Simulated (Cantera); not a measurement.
Charge: 1 mol SiHCl3, 0.057 mol HCl, 370 mol H2, equilibrated at 875 K and 0.450 bar.

Equilibrium computed with Cantera from the NASA thermochemical tables; the gas is ideal and each condensed phase is pure. Candidate condensed phases: Si; 19 gas species. Equilibrium is a limit: real reactors are often held back by kinetics, nucleation or transport.

Base state: H2 0.997, HCl 0.00127, SiHCl3 0.00123, SiCl4 0.000717, SiH2Cl2 0.000192 (mole fractions); condensed: Si(s).

**Question.** What changes in the equilibrium state with this change: H2 from 370 to 160 mol?

**Answer.** 
```csv
species,before,after
H2,0.997,0.993
SiHCl3,0.00123,0.00274
SiCl4,0.000717,0.00209
SiCl3,5.06e-6,1.13e-5
SiH2Cl2,0.000192,0.000328
HCl,0.00127,0.00166
"Si(s), mol",0.201,0.164
```
The tables' values for SiCl3 are old estimates; treat these amounts as uncertain.
